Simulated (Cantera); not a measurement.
## Thermodynamics of silicon etching in halogen gases, feed Si + Br2 + H2

Input: 1 mol Si, 0.62 mol Br2, 0.11 mol H2, at 527 °C.

Method: chemical equilibrium by Gibbs-energy minimisation in Cantera with the NASA 1993 tables (ideal gas, pure condensed phases). Candidate condensed phases: Br2, Si; 19 gas species. The tables' values for SiBr3 are old estimates; treat these amounts as uncertain. Rates play no part.

```
P (Pa)  x SiBr4   x H2    x HBr  x SiHBr3   x SiBr2   x SiBr3  x SiH2Br2  x SiH3Br  n Si(s)
------  -------  -----  -------  --------  --------  --------  ---------  --------  -------
1         0.712  0.235   0.0457   0.00182   0.00501   0.00145    2.17e-6  9.12e-10    0.693
5.20      0.720  0.243   0.0309   0.00282   0.00221  0.000971    5.14e-6   3.32e-9    0.692
27        0.725  0.248   0.0207   0.00432  0.000974  0.000647    1.20e-5   1.18e-8    0.691
140       0.728  0.251   0.0138   0.00657  0.000428  0.000430    2.77e-5   4.13e-8    0.691
720       0.728  0.252  0.00920   0.00993  0.000189  0.000285    6.32e-5   1.42e-7    0.690
3700      0.727  0.252  0.00610    0.0149   8.33e-5  0.000189   0.000143   4.84e-7    0.689
19000     0.724  0.250  0.00403    0.0223   3.67e-5  0.000125   0.000320   1.63e-6    0.688
100000    0.718  0.245  0.00263    0.0333   1.59e-5   8.23e-5   0.000719   5.50e-6    0.687
```
x: gas mole fraction; n: condensed amount in mol.

From 1.00 Pa to 1.00 bar the condensed part is Si(s). The main Si-bearing gas is SiBr4 throughout.
